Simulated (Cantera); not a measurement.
Input: 1 mol B₂O₃, 8.6 mol HF, 95 mol N₂, equilibrated at 1050 K and 39.0 mbar.

Cantera equilibrium calculation (NASA polynomials, part measured and part estimated; ideal gas, pure solids and liquids). Candidate condensed phases: B, BN, B₂O₃, B₃O₃H₃, H₂O; 62 gas species. Gases not in the tables: H₃BO₃. The numbers say what is thermodynamically allowed, not how fast it happens.

Base state: N₂ 0.924, HF 0.0344, H₂O 0.0246, BF₃ 0.0150, B₃O₃F₃ 0.00137, BOF 0.000284, HBO₂ 5.08e-5, (HBO₂)₃ 1.22e-5 (mole fractions); condensed: gas only.

Q: What changes in the equilibrium state with this change: HF from 8.6 to 1.1 mol?

A: 
| species | before | after |
|---|---|---|
| N₂ | 0.924 | 0.989 |
| HF | 0.0344 | 0.00557 |
| H₂O | 0.0246 | 0.00293 |
| BF₃ | 0.0150 | 0.00172 |
| (HBO₂)₃ | 1.22e-5 | 6.85e-7 |
| B₃O₃F₃ | 0.00137 | 0.000194 |
| HBO₂ | 5.08e-5 | 1.94e-5 |
| BOF | 0.000284 | 0.000148 |
| B₂O₃(l), mol | 0 | 0.881 |

Q: What changes in the equilibrium state with this change: HF from 8.6 to 23 mol?

A: 
| species | before | after |
|---|---|---|
| N₂ | 0.924 | 0.812 |
| HF | 0.0344 | 0.145 |
| H₂O | 0.0246 | 0.0256 |
| BF₃ | 0.0150 | 0.0171 |
| (HBO₂)₃ | 1.22e-5 | <1e-9 |
| B₃O₃F₃ | 0.00137 | 4.03e-7 |
| HBO₂ | 5.08e-5 | 8.31e-7 |
